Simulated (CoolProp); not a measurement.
Vapour-liquid equilibrium of benzene (1) + p-xylene (2) at 606 kPa; x and y are mole fractions of (1).

Model: multi-fluid Helmholtz-energy mixture model, Thol 2012 and Zhou 2012; pair parameters Bell 2016, in CoolProp.

```csv
x,"bubble temperature, mixture model (K)","bubble temperature, Raoult's law (K)","y, mixture model","y, Raoult's law"
0.05,488.7,487.7,___,0.149
0.15,479.0,476.9,0.323,0.378
0.25,470.1,467.6,___,0.542
0.35,461.9,459.6,___,0.663
0.45,454.6,452.5,0.717,0.754
0.55,447.9,446.3,0.796,0.824
0.65,442.0,440.7,___,0.880
0.75,436.6,435.7,0.910,0.923
0.85,431.7,431.2,0.951,0.959
0.95,427.2,427.0,___,0.988
```

Question: What belongs in the gaps?

Answer: 
- 0.05, y, mixture model: 0.119
- 0.25, y, mixture model: 0.487
- 0.35, y, mixture model: 0.616
- 0.65, y, mixture model: 0.859
- 0.95, y, mixture model: 0.985

The largest gap from Raoult's law is +2.5 K in bubble temperature, at x = 0.25. No azeotrope shows between x = 0.05 and 0.95.

Pair parameters are fitted to limited data, so mixtures are less certain than the pure fluids.
